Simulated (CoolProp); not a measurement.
Vapour-liquid equilibrium of R113 (1) + n-hexane (2) at 49.05 °C; x and y are mole fractions of (1).

Values from CoolProp's multi-fluid Helmholtz-energy mixture model, Marx 1992 and Thol 2019; pair parameters Bell 2016.

```json
[
 {"x": "0.05", "bubble pressure (bar)": "0.5673", "y at the bubble point": "0.122", "dew pressure at overall composition x (bar)": "0.5401", "liquid density (mol/L)": "7.366"},
 {"x": "0.15", "bubble pressure (bar)": "0.6473", "y at the bubble point": "0.304", "dew pressure at overall composition x (bar)": "0.5786", "liquid density (mol/L)": "7.423"},
 {"x": "0.25", "bubble pressure (bar)": "0.7169", "y at the bubble point": "0.436", "dew pressure at overall composition x (bar)": "0.6219", "liquid density (mol/L)": "7.482"},
 {"x": "0.35", "bubble pressure (bar)": "0.7782", "y at the bubble point": "0.540", "dew pressure at overall composition x (bar)": "0.6705", "liquid density (mol/L)": "7.544"},
 {"x": "0.45", "bubble pressure (bar)": "0.8330", "y at the bubble point": "0.626", "dew pressure at overall composition x (bar)": "0.7248", "liquid density (mol/L)": "7.609"},
 {"x": "0.55", "bubble pressure (bar)": "0.8826", "y at the bubble point": "0.701", "dew pressure at overall composition x (bar)": "0.7847", "liquid density (mol/L)": "7.677"},
 {"x": "0.65", "bubble pressure (bar)": "0.9280", "y at the bubble point": "0.770", "dew pressure at overall composition x (bar)": "0.8490", "liquid density (mol/L)": "7.748"},
 {"x": "0.75", "bubble pressure (bar)": "0.9701", "y at the bubble point": "0.835", "dew pressure at overall composition x (bar)": "0.9152", "liquid density (mol/L)": "7.823"},
 {"x": "0.85", "bubble pressure (bar)": "1.009", "y at the bubble point": "0.900", "dew pressure at overall composition x (bar)": "0.9794", "liquid density (mol/L)": "7.903"},
 {"x": "0.95", "bubble pressure (bar)": "1.046", "y at the bubble point": "0.966", "dew pressure at overall composition x (bar)": "1.038", "liquid density (mol/L)": "7.986"}
]
```

No azeotrope shows between x = 0.05 and 0.95.

The pair parameters rest on a limited set of measurements; away from them the model extrapolates.
